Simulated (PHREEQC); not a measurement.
A PHREEQC input (ion-association model, wateq4f.dat):

```
SOLUTION 1
  temp 293.15
  units mg/L
  pH 7.1
  pe 1.5
  Na 184
  K 0.00334
  Ca 142
  Mg 29
  Cl 307
  S(6) 181 as SO4
  Alkalinity 310 as HCO3
  Li 0.0669
  B 1.36
END
USE solution 1
EQUILIBRIUM_PHASES 1
  Quartz 0 0.5
  CO2(g) -2.5 10
END
```

The run finishes without an error or a warning.

Its last state differs from that of the intended input:

```
quantity                    as run  intended
------------------------  --------  --------
pH                            7.45      7.91
ionic strength (mol/kgw)    0.0148    0.0221
HCO3- (mol/kgw)            7.72e-6   0.00478
Ca+2 (mol/kgw)            0.000186   0.00312
SO4-2 (mol/kgw)            0.00169   0.00146
Mg+2 (mol/kgw)             6.25e-5   0.00105
```

**Question.** One thing in the input isn't as intended. What explains the difference?

**Answer.** Several could match; the one computed here: The fault: the temperature typed in kelvin. The line should read `temp 20` where the input has `temp 293.15`.
